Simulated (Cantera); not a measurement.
Charge: 1 mol HCl, 0.66 mol H₂, 0.2 mol O₂, equilibrated at 0.310 bar.

Equilibrium computed with Cantera from the NASA thermochemical tables; the gas is ideal and each condensed phase is pure. Candidate condensed phases: H₂O; 29 gas species. Ions and electrons are included (thermal ionisation). Equilibrium is a limit: real reactors are often held back by kinetics, nucleation or transport.

x: gas mole fraction; nothing condenses.

| T (K) | x H | x HCl | x Cl | x H₂O | x H₂ | x O | x OH |
|---|---|---|---|---|---|---|---|
| 2500 | 0.0184 | 0.540 | 0.0422 | 0.227 | 0.167 | 0.000378 | 0.00520 |
| 2750 | 0.0517 | 0.459 | 0.0927 | 0.200 | 0.177 | 0.00289 | 0.0156 |
| 3000 | (withheld) | (withheld) | (withheld) | (withheld) | 0.184 | (withheld) | (withheld) |
| 3250 | 0.237 | 0.221 | 0.208 | 0.0784 | 0.169 | 0.0365 | 0.0436 |
| 3500 | 0.375 | 0.121 | 0.241 | 0.0277 | 0.125 | 0.0670 | 0.0383 |
| 3750 | 0.488 | 0.0588 | 0.256 | 0.00679 | 0.0736 | 0.0894 | 0.0236 |
| 4000 | 0.557 | (withheld) | 0.263 | (withheld) | (withheld) | 0.1000 | (withheld) |
| 4250 | 0.591 | 0.0131 | 0.266 | 0.000295 | 0.0188 | 0.104 | 0.00598 |
| 4500 | 0.607 | 0.00655 | 0.268 | 6.85e-5 | 0.00955 | 0.106 | 0.00305 |
| 4750 | 0.615 | 0.00347 | 0.268 | 1.80e-5 | 0.00510 | 0.107 | 0.00163 |
| 5000 | 0.619 | 0.00195 | 0.268 | 5.31e-6 | 0.00287 | 0.107 | 0.000925 |

**Question.** Fill in the missing entries.

**Answer.** 
- 4000, x HCl: 0.0274
- 4000, x H₂O: 0.00140
- 4000, x H₂: 0.0378
- 4000, x OH: 0.0121
- 3000, x H: 0.122
- 3000, x HCl: 0.344
- 3000, x Cl: 0.155
- 3000, x H₂O: 0.146
- 3000, x O: 0.0130
- 3000, x OH: 0.0321
